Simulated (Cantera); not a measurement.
An adiabatic, constant-pressure homogeneous reactor starts with 10.4 % CH4, 18.8 % O2, 70.8 % N2, at 1648 K and 5.00 bar.

Model: GRI-Mech 3.0 (53 species, 325 reactions), integrated in Cantera.

x: mole fraction; the columns are a selection and need not sum to one.

```
t (s)     T (K)   x CH4    x O2  x C2H4      x O     x N2O     x C2H
--------  -----  ------  ------  ------  -------  --------  --------
3.00e-6    1648   0.103   0.188     [?]  6.88e-8  7.34e-11    <1e-12
1.11e-5    1648   0.103   0.188     [?]  2.44e-7  7.13e-10    <1e-12
4.13e-5    1654   0.101   0.187     [?]  1.38e-6   6.88e-9  1.21e-12
0.000153   2940  <1e-12  0.0129  <1e-12  0.00469   9.44e-7    <1e-12
0.000569   2928  <1e-12  0.0110  <1e-12  0.00415   1.05e-6    <1e-12
0.00211    2927  <1e-12  0.0109  <1e-12  0.00410   1.06e-6    <1e-12
0.00783    2927  <1e-12  0.0109  <1e-12  0.00410   1.06e-6    <1e-12
0.0291     2927  <1e-12  0.0109  <1e-12  0.00410   1.06e-6    <1e-12
0.108      2927  <1e-12  0.0109  <1e-12  0.00410   1.06e-6    <1e-12
0.400      2927  <1e-12  0.0109  <1e-12  0.00410   1.06e-6    <1e-12
```

Question: Complete the blanks.

Answer: 
- 3.00e-6, x C2H4: 8.52e-9
- 1.11e-5, x C2H4: 9.26e-7
- 4.13e-5, x C2H4: 0.000103
